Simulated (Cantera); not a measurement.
Mixture: CH4 : H2 : O2 : N2 = 1 : 0.033 : 2.59 : 9.72 (molar parts), equivalence ratio 0.78, at 18.8 atm, adiabatic and at constant pressure. Ignition delay is the time to a rise of 400 K.

Cantera simulation using GRI-Mech 3.0 (53 species, 325 reactions); the numbers are that mechanism's predictions, not measurements. The pressure lies above the range GRI-Mech 3.0 was tuned for (to about 10 atm). Below about 1000 K GRI-Mech 3.0 lacks low-temperature oxidation paths.

### Question
What does this change do: pressure from 18.8 atm to 1.00 atm?

### Answer
```json
[
 {"quantity": "delay at 975 K", "before": "30.6 ms", "after": "0.554 s"},
 {"quantity": "delay at 1050 K", "before": "8.68 ms", "after": "0.207 s"},
 {"quantity": "delay at 1125 K", "before": "3.17 ms", "after": "74.9 ms"},
 {"quantity": "delay at 1200 K", "before": "1.36 ms", "after": "27.4 ms"},
 {"quantity": "delay at 1275 K", "before": "0.633 ms", "after": "10.5 ms"},
 {"quantity": "delay at 1350 K", "before": "0.309 ms", "after": "4.27 ms"},
 {"quantity": "apparent activation energy between 1200 and 1350 K", "before": "130 kJ/mol", "after": "170 kJ/mol"}
]
```

### Question
What does this change do: pressure from 18.8 atm to 4.93 atm?

### Answer
| quantity | before | after |
|---|---|---|
| delay at 975 K | 30.6 ms | 95.9 ms |
| delay at 1050 K | 8.68 ms | 33.2 ms |
| delay at 1125 K | 3.17 ms | 13.7 ms |
| delay at 1200 K | 1.36 ms | 5.88 ms |
| delay at 1275 K | 0.633 ms | 2.56 ms |
| delay at 1350 K | 0.309 ms | 1.14 ms |
| apparent activation energy between 1200 and 1350 K | 130 kJ/mol | 150 kJ/mol |
